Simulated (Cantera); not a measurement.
**Boron, boron nitride and boron oxide: B₂H₆ + O₂**

Feed: 1 mol B₂H₆, a varied amount of O₂, at 12.0 mbar.

Cantera equilibrium calculation (NASA polynomials, part measured and part estimated; ideal gas, pure solids and liquids). Candidate condensed phases: B, B₂O₃, B₃O₃H₃, H₂O; 23 gas species. The feed counts by its element totals alone. Mutual solubility and eutectic melting of coexisting phases are not modelled. The numbers say what is thermodynamically allowed, not how fast it happens.

Stable condensed phases:

```
T in K \ n(O₂) in mol
         0.095  0.13  0.18  0.26  0.35  0.49  0.68  0.95   1.3   1.8   2.5
   2100      A     A     A     A     A     A     A     A     B     B     B
   2000      A     A     A     A     A     A     A     A     B     B     B
   1900      A     A     A     A     A     A     A     A     B     B     B
   1800      A     A     A     A     A     A     A     A     B     B     B
   1700      A     A     A     A     A     A     A     A     C     C     B
   1600      A     A     A     A     A     D     D     D     D     C     C
   1500      D     D     D     D     D     D     D     D     D     C     C
   1400      D     D     D     D     D     D     D     D     D     C     C
   1300      D     D     D     D     D     D     D     D     D     C     C
   1200      D     D     D     D     D     D     D     D     D     C     C
   1100      D     D     D     D     D     D     D     D     D     C     C
   1000      D     D     D     D     D     D     D     D     D     C     C
    900      D     D     D     D     D     D     D     D     D     C     C
```

A: B; B: gas only; C: B₂O₃; D: B + B₂O₃.
